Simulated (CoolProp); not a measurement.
Vapour-liquid equilibrium of R22 (1) + n-hexane (2) at 278.9 K; x and y are mole fractions of (1).

Computed with CoolProp (multi-fluid Helmholtz-energy mixture model, Kamei 1995 and Thol 2019; pair parameters Bell 2016).

```json
[
 {"x": "0.05", "bubble pressure (bar)": "0.5432", "y at the bubble point": "0.853", "dew pressure at overall composition x (bar)": "0.08584", "liquid density (mol/L)": "8.003"},
 {"x": "0.15", "bubble pressure (bar)": "1.413", "y at the bubble point": "0.947", "dew pressure at overall composition x (bar)": "0.09593", "liquid density (mol/L)": "8.438"},
 {"x": "0.25", "bubble pressure (bar)": "2.174", "y at the bubble point": "0.967", "dew pressure at overall composition x (bar)": "0.1087", "liquid density (mol/L)": "8.911"},
 {"x": "0.35", "bubble pressure (bar)": "2.814", "y at the bubble point": "0.976", "dew pressure at overall composition x (bar)": "0.1253", "liquid density (mol/L)": "9.429"},
 {"x": "0.45", "bubble pressure (bar)": "3.348", "y at the bubble point": "0.982", "dew pressure at overall composition x (bar)": "0.1480", "liquid density (mol/L)": "9.997"},
 {"x": "0.55", "bubble pressure (bar)": "3.806", "y at the bubble point": "0.985", "dew pressure at overall composition x (bar)": "0.1805", "liquid density (mol/L)": "10.63"},
 {"x": "0.65", "bubble pressure (bar)": "4.227", "y at the bubble point": "0.988", "dew pressure at overall composition x (bar)": "0.2315", "liquid density (mol/L)": "11.32"},
 {"x": "0.75", "bubble pressure (bar)": "4.651", "y at the bubble point": "0.991", "dew pressure at overall composition x (bar)": "0.3226", "liquid density (mol/L)": "12.11"},
 {"x": "0.85", "bubble pressure (bar)": "5.117", "y at the bubble point": "0.994", "dew pressure at overall composition x (bar)": "0.5316", "liquid density (mol/L)": "13.00"},
 {"x": "0.95", "bubble pressure (bar)": "5.664", "y at the bubble point": "0.998", "dew pressure at overall composition x (bar)": "1.501", "liquid density (mol/L)": "14.02"}
]
```

No azeotrope shows between x = 0.05 and 0.95.

The pair parameters rest on a limited set of measurements; away from them the model extrapolates.
